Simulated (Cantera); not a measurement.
Feed: 1 mol C2H5OH, a varied amount of H2O, held at 925 K and 0.135 Torr.

These are equilibrium values from Cantera (NASA tables, ideal gas, pure condensed phases), not measurements of a reactor. Candidate condensed phases: C, C6H6, C7H8, C8H18, H2O; 110 gas species. Kinetics and transport are ignored.

Q: Which condensed phases are stable at each of these points (n(H2O) (mol)): 0.12, 0.15, 0.18, 0.22, 0.28, 0.35, 0.43, 0.53, 0.66, 0.83, 1, 1.3?

A: 
```tsv
n(H2O) (mol)	condensed phases	C condensed (%)
0.12	C(graphite)	44.0
0.15	C(graphite)	42.5
0.18	C(graphite)	41.0
0.22	C(graphite)	39.0
0.28	C(graphite)	36.0
0.35	C(graphite)	32.5
0.43	C(graphite)	28.5
0.53	C(graphite)	23.5
0.66	C(graphite)	17.0
0.83	C(graphite)	8.5
1	C(graphite)	0.0
1.3	gas only	0.0
```

From 0.12 mol H2O to 1 mol H2O the condensed part is C(graphite). At 1.3 mol H2O nothing is condensed.
